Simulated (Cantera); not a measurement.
Equilibrium for carbon deposition, reforming and gasification: C2H4 + O2 + H2

Charge: 1 mol C2H4, 0.8 mol O2, 0.7 mol H2, at 1623.15 K and 1.70 bar.

These are equilibrium values from Cantera (NASA tables, ideal gas, pure condensed phases), not measurements of a reactor. Candidate condensed phases: C, C6H6, C7H8, C8H18, H2O; 110 gas species. The numbers say what is thermodynamically allowed, not how fast it happens.

```
Property                Result
-------------------  ---------
x(H2)                    0.626
x(CO)                    0.372
x(CH4)                0.000988
x(H2O)                0.000300
x(CO2)                 5.74e-5
x(H)                   4.20e-5
x(C2H2 (acetylene))    2.19e-5
x(C2H4)                2.12e-6
x(CH3)                 1.35e-6
n(C(graphite))       0.397 mol
gas amount           4.294 mol
```
